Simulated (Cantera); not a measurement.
Cantera run:

```python
import numpy as np
import cantera as ct

gas_names = [...]  # 114 gases of nasa_gas.yaml made of C, Fe, H, O
cond_names = """
    C(gr) C6H6(L) C7H8(L) C8H18(L),n-octa Fe(a) Fe(c) Fe(d) Fe(L) FeC5O5(L) FeO(s) FeO(L) Fe(OH)2(s)
    Fe(OH)3(s) Fe2O3(s) Fe3O4(s) H2O(s) H2O(L)
""".split()


# ... load() reads the species with a 1 bar reference pressure and builds the phases ...
atoms = {
    'Fe2O3': {'Fe': 2, 'O': 3},
    'CH4': {'C': 1, 'H': 4},
    'CO': {'C': 1, 'O': 1},
}
top_T = {'C(gr)': 4500, 'Fe2O3(s)': 1830, 'Fe3O4(s)': 1870}  # K; cautious upper limits of use, not melting points


# ... equilibrate(T, P, feed) seeds the gas with the atoms and calls Mixture.equilibrate('TP', solver="gibbs", rtol=1e-10, max_steps=50000) ...
results = []
feed = {'Fe2O3': 1, 'CH4': 1.4, 'CO': 0.17}  # mol
for P in [10, 32, 100, 320, 1000, 3200, 10000, 32000, 100000, 320000, 1000000]:
    for T in [973, 1073, 1173, 1273, 1373, 1473, 1573, 1673, 1773, 1873, 1973, 2073]:
        mix = equilibrate(T, P, feed)
        results.append((T, P, feed, dict(zip(mix.species_names, mix.species_moles))))

for T, P, feed, n in results:
    print(f"{T:7g} {P:10.4g}  " + (" + ".join(c for c in cond_names if n.get(c, 0) > 1e-12) or "gas only"))
```

Result:

```
    973         10  Fe(a) + FeO(s)
   1073         10  Fe(a) + FeO(s)
   1173         10  Fe(a) + FeO(s)
   1273         10  Fe(c) + FeO(s)
   1373         10  Fe(c) + FeO(s)
   1473         10  Fe(c) + FeO(s)
   1573         10  Fe(c) + FeO(s)
   1673         10  Fe(d) + FeO(L)
   1773         10  Fe(d) + FeO(L)
   1873         10  gas only
   1973         10  gas only
   2073         10  gas only
    973         32  Fe(a) + FeO(s)
   1073         32  Fe(a) + FeO(s)
   1173         32  Fe(a) + FeO(s)
   1273         32  Fe(c) + FeO(s)
   1373         32  Fe(c) + FeO(s)
   1473         32  Fe(c) + FeO(s)
   1573         32  Fe(c) + FeO(s)
   1673         32  Fe(d) + FeO(L)
   1773         32  Fe(d) + FeO(L)
   1873         32  FeO(L)
   1973         32  gas only
   2073         32  gas only
    973        100  Fe(a) + FeO(s)
   1073        100  Fe(a) + FeO(s)
   1173        100  Fe(a) + FeO(s)
   1273        100  Fe(c) + FeO(s)
   1373        100  Fe(c) + FeO(s)
   1473        100  Fe(c) + FeO(s)
   1573        100  Fe(c) + FeO(s)
   1673        100  Fe(d) + FeO(L)
   1773        100  Fe(d) + FeO(L)
   1873        100  Fe(L) + FeO(L)
   1973        100  FeO(L)
   2073        100  gas only
    973        320  Fe(a) + FeO(s)
   1073        320  Fe(a) + FeO(s)
   1173        320  Fe(a) + FeO(s)
   1273        320  Fe(c) + FeO(s)
   1373        320  Fe(c) + FeO(s)
   1473        320  Fe(c) + FeO(s)
   1573        320  Fe(c) + FeO(s)
   1673        320  Fe(d) + FeO(L)
   1773        320  Fe(d) + FeO(L)
   1873        320  Fe(L) + FeO(L)
   1973        320  Fe(L) + FeO(L)
   2073        320  FeO(L)
    973       1000  Fe(a) + FeO(s)
   1073       1000  Fe(a) + FeO(s)
   1173       1000  Fe(a) + FeO(s)
   1273       1000  Fe(c) + FeO(s)
   1373       1000  Fe(c) + FeO(s)
   1473       1000  Fe(c) + FeO(s)
   1573       1000  Fe(c) + FeO(s)
   1673       1000  Fe(d) + FeO(L)
   1773       1000  Fe(d) + FeO(L)
   1873       1000  Fe(L) + FeO(L)
   1973       1000  Fe(L) + FeO(L)
   2073       1000  Fe(L) + FeO(L)
    973       3200  Fe(a) + FeO(s)
   1073       3200  Fe(a) + FeO(s)
   1173       3200  Fe(a) + FeO(s)
   1273       3200  Fe(c) + FeO(s)
   1373       3200  Fe(c) + FeO(s)
   1473       3200  Fe(c) + FeO(s)
   1573       3200  Fe(c) + FeO(s)
   1673       3200  Fe(d) + FeO(L)
   1773       3200  Fe(d) + FeO(L)
   1873       3200  Fe(L) + FeO(L)
   1973       3200  Fe(L) + FeO(L)
   2073       3200  Fe(L) + FeO(L)
    973      1e+04  Fe(a) + FeO(s)
   1073      1e+04  Fe(a) + FeO(s)
   1173      1e+04  Fe(a) + FeO(s)
   1273      1e+04  Fe(c) + FeO(s)
   1373      1e+04  Fe(c) + FeO(s)
   1473      1e+04  Fe(c) + FeO(s)
   1573      1e+04  Fe(c) + FeO(s)
   1673      1e+04  Fe(d) + FeO(L)
   1773      1e+04  Fe(d) + FeO(L)
   1873      1e+04  Fe(L) + FeO(L)
   1973      1e+04  Fe(L) + FeO(L)
   2073      1e+04  Fe(L) + FeO(L)
    973    3.2e+04  Fe(a) + FeO(s)
   1073    3.2e+04  Fe(a) + FeO(s)
   1173    3.2e+04  Fe(a) + FeO(s)
   1273    3.2e+04  Fe(c) + FeO(s)
   1373    3.2e+04  Fe(c) + FeO(s)
   1473    3.2e+04  Fe(c) + FeO(s)
   1573    3.2e+04  Fe(c) + FeO(s)
   1673    3.2e+04  Fe(d) + FeO(L)
   1773    3.2e+04  Fe(d) + FeO(L)
   1873    3.2e+04  Fe(L) + FeO(L)
   1973    3.2e+04  Fe(L) + FeO(L)
   2073    3.2e+04  Fe(L) + FeO(L)
    973      1e+05  C(gr) + Fe(a) + FeO(s)
   1073      1e+05  Fe(a) + FeO(s)
   1173      1e+05  Fe(a) + FeO(s)
   1273      1e+05  Fe(c) + FeO(s)
   1373      1e+05  Fe(c) + FeO(s)
   1473      1e+05  Fe(c) + FeO(s)
   1573      1e+05  Fe(c) + FeO(s)
   1673      1e+05  Fe(d) + FeO(L)
   1773      1e+05  Fe(d) + FeO(L)
   1873      1e+05  Fe(L) + FeO(L)
   1973      1e+05  Fe(L) + FeO(L)
   2073      1e+05  Fe(L) + FeO(L)
    973    3.2e+05  C(gr) + FeO(s)
   1073    3.2e+05  Fe(a) + FeO(s)
   1173    3.2e+05  Fe(a) + FeO(s)
   1273    3.2e+05  Fe(c) + FeO(s)
   1373    3.2e+05  Fe(c) + FeO(s)
   1473    3.2e+05  Fe(c) + FeO(s)
   1573    3.2e+05  Fe(c) + FeO(s)
   1673    3.2e+05  Fe(d) + FeO(L)
   1773    3.2e+05  Fe(d) + FeO(L)
   1873    3.2e+05  Fe(L) + FeO(L)
   1973    3.2e+05  Fe(L) + FeO(L)
   2073    3.2e+05  Fe(L) + FeO(L)
    973      1e+06  C(gr) + FeO(s)
   1073      1e+06  C(gr) + FeO(s)
   1173      1e+06  Fe(a) + FeO(s)
   1273      1e+06  Fe(c) + FeO(s)
   1373      1e+06  Fe(c) + FeO(s)
   1473      1e+06  Fe(c) + FeO(s)
   1573      1e+06  Fe(c) + FeO(s)
   1673      1e+06  Fe(d) + FeO(L)
   1773      1e+06  Fe(d) + FeO(L)
   1873      1e+06  Fe(L) + FeO(L)
   1973      1e+06  Fe(L) + FeO(L)
   2073      1e+06  Fe(L) + FeO(L)
```

Cantera equilibrium calculation (NASA polynomials, part measured and part estimated; ideal gas, pure solids and liquids). Each liquid is taken as pure. Mutual solubility and eutectic melting of coexisting phases are not modelled. The tables' stoichiometric FeO is somewhat more stable than real wüstite, so its field is too wide. FeO: taken at fixed stoichiometry. Condensed phases not in the tables: cementite and carbon dissolved in iron.
